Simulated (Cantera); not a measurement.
# Ignition delay

Mixture: 43.1 % H2, 12.0 % O2, 44.9 % N2, equivalence ratio 1.8, at 10.0 bar, adiabatic and at constant pressure. Ignition delay is the time to a rise of 400 K.

Model: the H2/O2 subset of GRI-Mech 3.0, which has no nitrogen chemistry, integrated in Cantera. The hydrogen kinetics of GRI-Mech 3.0 are dated; newer H2 mechanisms differ, most at raised pressure.

```json
[
 {"T0 (K)": "950", "delay (ms)": "22.9"},
 {"T0 (K)": "1050", "delay (ms)": "2.20"},
 {"T0 (K)": "1150", "delay (ms)": "0.225"},
 {"T0 (K)": "1250", "delay (ms)": "0.0135"},
 {"T0 (K)": "1350", "delay (ms)": "0.00349"},
 {"T0 (K)": "1450", "delay (ms)": "0.00193"},
 {"T0 (K)": "1550", "delay (ms)": "0.00129"},
 {"T0 (K)": "1650", "delay (ms)": "0.000958"},
 {"T0 (K)": "1750", "delay (ms)": "0.000757"}
]
```

| Quantity | Result |
|---|---|
| apparent activation energy between 1550 and 1750 K | 60 kJ/mol |
